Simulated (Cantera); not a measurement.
An isothermal, constant-pressure homogeneous reactor starts with CH4 : CO2 = 1 : 0.38 (molar parts), at 1425 K and 26000 Pa.

Computed with Cantera and GRI-Mech 3.0 (53 species, 325 reactions). GRI-Mech 3.0 stops at C3 and has no aromatics, soot or wall deposition, so with more carbon than oxygen in the feed, carbon stays in small species such as C2H2 where larger ones or solid carbon would form.

x: mole fraction; the columns are a selection and need not sum to one.

```csv
t (s),x CH4,x CO2,x H2O2,x C2H6,x C2H,x CH3
3.00e-5,0.725,0.275,<1e-12,1.14e-10,<1e-12,1.65e-6
9.49e-5,0.725,0.275,<1e-12,3.63e-9,<1e-12,5.22e-6
0.000300,0.725,0.275,<1e-12,1.13e-7,<1e-12,1.63e-5
0.000949,0.725,0.275,<1e-12,___,<1e-12,___
0.00300,0.724,0.275,<1e-12,___,<1e-12,___
0.00949,0.724,0.275,<1e-12,0.000199,<1e-12,0.000110
0.0300,0.722,0.275,<1e-12,0.000617,<1e-12,0.000156
0.0949,0.713,0.274,<1e-12,0.00112,1.51e-11,0.000198
0.300,0.678,0.268,<1e-12,0.000951,1.38e-10,0.000184
0.949,0.590,0.248,<1e-12,0.000562,5.09e-10,0.000145
3.00,0.429,0.190,<1e-12,0.000258,1.15e-9,0.000103
```

Question: Some entries are withheld; supply them.

Answer: 
- 0.000949, x C2H6: 3.05e-6
- 0.000949, x CH3: 4.62e-5
- 0.00300, x C2H6: 4.10e-5
- 0.00300, x CH3: 8.31e-5
